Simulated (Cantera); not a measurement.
Feed: 1 mol MgO, 2.6 mol H₂, held at 2577 °C and 2.60 bar.

Equilibrium computed with Cantera from the NASA thermochemical tables; the gas is ideal and each condensed phase is pure. Candidate condensed phases: H₂O, Mg, MgO, Mg(OH)₂; 15 gas species. The tables' values for MgH are old estimates; treat these amounts as uncertain. Rates play no part.

Base state: H₂ 0.670, H₂O 0.133, Mg 0.132, H 0.0494, MgOH 0.00769, MgH 0.00392, OH 0.00287, MgO 0.000907 (mole fractions); condensed: MgO(s).

Q: What changes in the equilibrium state with this change: pressure from 2.60 bar to 0.0900 bar?

A: 
```csv
species,before,after
H₂,0.670,0.335
Mg,0.132,0.234
H₂O,0.133,0.188
H,0.0494,0.188
O,0.000132,0.0108
OH,0.00287,0.0309
O₂,1.05e-5,0.00242
MgO,0.000907,0.00454
MgH,0.00392,0.000913
"MgO(s), mol",0.547,0
```

Q: What changes in the equilibrium state with this change: 0.54 mol HF added?

A: 
| species | before | after |
|---|---|---|
| H₂ | 0.670 | 0.561 |
| H₂O | 0.133 | 0.144 |
| Mg | 0.132 | 0.102 |
| HF | 0 | 0.0889 |
| MgF | 0 | 0.0289 |
| MgF₂ | 0 | 0.0145 |
| H | 0.0494 | 0.0452 |
| F | 0 | 3.33e-5 |
| O₂ | 1.05e-5 | 1.76e-5 |
| MgH | 0.00392 | 0.00277 |
| O | 0.000132 | 0.000171 |
| MgO(s), mol | 0.547 | 0.423 |
Further candidate phases: MgF₂.
